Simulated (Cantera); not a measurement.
A closed system holds: 1 mol B, 21 mol H2, held at 13300 Pa.

These are equilibrium values from Cantera (NASA tables, ideal gas, pure condensed phases), not measurements of a reactor. Candidate condensed phases: B; 7 gas species. The tables' values for BH2 are old estimates; treat these amounts as uncertain. Gases not in the tables: B2H6 and higher boranes. The numbers say what is thermodynamically allowed, not how fast it happens.

x: gas mole fraction; n: condensed amount in mol.

```
T (K)   x H2         x H     x BH2         x B        x BH  n B(s)  n B(l)
-----  -----  ----------  --------  ----------  ----------  ------  ------
750     1.00      <1e-12  1.49e-12      <1e-12      <1e-12    1.00       0
900     1.00    3.20e-10  2.90e-10      <1e-12      <1e-12    1.00       0
1050    1.00     2.22e-8   1.23e-8      <1e-12      <1e-12   1.000       0
1200   1.000     5.40e-7   2.01e-7      <1e-12      <1e-12   1.000       0
1350   1.000  (withheld)   1.76e-6      <1e-12  (withheld)   1.000       0
1500   1.000     4.82e-5   9.89e-6    1.45e-11    1.40e-10   1.000       0
1650   1.000    0.000249   4.04e-5    8.41e-10     3.34e-9   0.999       0
1800   0.999    0.000980  0.000130     2.46e-8     4.65e-8   0.997       0
1950   0.997     0.00313  0.000347     4.26e-7     4.29e-7   0.992       0
2100   0.991     0.00849  0.000801     4.87e-6     2.86e-6   0.983       0
2250   0.978  (withheld)   0.00163  (withheld)  (withheld)   0.964       0
2400   0.954      0.0426   0.00284    0.000239     5.73e-5       0   0.932
```

Problem. Fill in the missing entries.

Solution. 
- 2250, x H: 0.0201
- 2250, x B: 4.01e-5
- 2250, x BH: 1.46e-5
- 1350, x H: 6.53e-6
- 1350, x BH: 2.87e-12
